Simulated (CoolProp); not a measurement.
Saturation properties of R1233zd(E).

Values from CoolProp's reference Helmholtz-energy equation of state, Akasaka 2022.

| T (°C) | p (MPa) | liquid cp (kJ/(kg K)) | vapour Z |
|---|---|---|---|
| 73.85 | 0.5651 | 1.309 | 0.8589 |
| 77.75 | 0.6231 | 1.321 | 0.8488 |
| 81.65 | 0.6855 | [?] | 0.8381 |
| 85.55 | 0.7524 | 1.349 | 0.8270 |
| 89.45 | [?] | 1.363 | [?] |
| 93.35 | 0.9010 | 1.379 | 0.8031 |
| 97.25 | 0.9830 | 1.396 | 0.7904 |
| 101.15 | [?] | 1.414 | 0.7770 |
| 105.05 | [?] | 1.434 | 0.7630 |
| 108.95 | [?] | 1.456 | 0.7483 |
| 112.85 | 1.368 | 1.480 | 0.7328 |
| 116.75 | 1.480 | 1.508 | [?] |
| 120.65 | 1.599 | 1.539 | 0.6996 |
| 124.55 | 1.725 | 1.575 | 0.6816 |
| 128.45 | 1.858 | 1.617 | 0.6626 |

Question: Fill in the missing entries.

Answer: 
- 81.65, liquid cp (kJ/(kg K)): 1.335
- 89.45, p (MPa): 0.8242
- 89.45, vapour Z: 0.8153
- 101.15, p (MPa): 1.070
- 105.05, p (MPa): 1.164
- 108.95, p (MPa): 1.263
- 116.75, vapour Z: 0.7166

It boils at 18.1 °C under 1 atm.
